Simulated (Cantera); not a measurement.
An isothermal, constant-pressure homogeneous reactor starts with CH₄ : N₂ = 1 : 3.5 (molar parts), at 2000 K and 0.460 bar.

Cantera simulation using GRI-Mech 3.0 (53 species, 325 reactions); the numbers are that mechanism's predictions, not measurements. GRI-Mech 3.0 stops at C3 and has no aromatics, soot or wall deposition, so with more carbon than oxygen in the feed, carbon stays in small species such as C2H2 where larger ones or solid carbon would form.

x: mole fraction; the columns are a selection and need not sum to one.

| t (s) | x CH₄ | x C₂H | x CH₂ | x C₂H₆ | x C₂H₂ | x H |
|---|---|---|---|---|---|---|
| 9.00e-6 | 0.221 | 1.59e-12 | 3.38e-7 | 2.18e-6 | 5.57e-8 | 1.12e-5 |
| 3.13e-5 | 0.217 | (withheld) | (withheld) | (withheld) | (withheld) | (withheld) |
| 0.000109 | 0.186 | 2.54e-7 | 1.77e-5 | 0.000452 | 0.00242 | 0.000168 |
| 0.000380 | 0.0836 | 3.45e-6 | 1.60e-5 | 0.000174 | 0.0484 | 0.000611 |
| 0.00132 | 0.0270 | 5.65e-6 | 7.86e-6 | 2.04e-5 | 0.0784 | 0.000914 |
| 0.00461 | 0.00670 | 7.08e-6 | 2.93e-6 | 1.52e-6 | 0.0877 | 0.00114 |
| 0.0161 | 0.00162 | 7.69e-6 | 8.47e-7 | 9.84e-8 | 0.0900 | 0.00123 |
| 0.0560 | 0.000486 | 7.83e-6 | 2.64e-7 | 1.03e-8 | 0.0905 | 0.00126 |
| 0.195 | 0.000297 | 7.85e-6 | 1.63e-7 | 4.76e-9 | 0.0906 | 0.00126 |
| 0.679 | 0.000293 | 7.84e-6 | 1.61e-7 | 4.67e-9 | 0.0906 | 0.00126 |
| 2.37 | 0.000293 | 7.83e-6 | 1.61e-7 | 4.66e-9 | 0.0905 | 0.00126 |
| 8.24 | 0.000293 | 7.80e-6 | 1.60e-7 | 4.65e-9 | 0.0901 | 0.00126 |
| 28.7 | 0.000292 | 7.69e-6 | 1.60e-7 | 4.60e-9 | 0.0888 | 0.00126 |
| 100 | 0.000287 | 7.41e-6 | 1.57e-7 | 4.46e-9 | 0.0856 | 0.00126 |

Question: Some entries are withheld; supply them.

Answer: 
- 3.13e-5, x C₂H: 1.24e-9
- 3.13e-5, x CH₂: 3.17e-6
- 3.13e-5, x C₂H₆: 5.26e-5
- 3.13e-5, x C₂H₂: 1.21e-5
- 3.13e-5, x H: 2.39e-5
